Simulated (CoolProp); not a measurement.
A single-stage vapour-compression cycle with R11: evaporating at 274.15 K (dew point), condensing at 320.15 K (bubble point), superheat 0 K, subcooling 8 K, compressor efficiency 0.85, no pressure losses. Each further row changes one setting.

Model: reference Helmholtz-energy equation of state, Jacobsen 1992, in CoolProp.

| case | cooling COP | pressure ratio | discharge temperature (K) | refrigerating effect (kJ/kg) | volumetric capacity (kJ/m³) |
|---|---|---|---|---|---|
| as stated | 4.61 | 5.15 | 336.3 | 156 | 403 |
| evaporating temperature 279.15 K | 5.35 | 4.18 | 333.8 | 159 | 497 |
| condensing temperature 315.15 K | 5.26 | 4.43 | 330.2 | 161 | 414 |
| subcooling 13 K | 4.74 | 5.15 | 336.3 | 161 | 414 |
| superheat 10 K | 4.60 | 5.15 | 347.5 | 162 | 402 |
| compressor efficiency 0.75 | 4.07 | 5.15 | 343.4 | 156 | 403 |
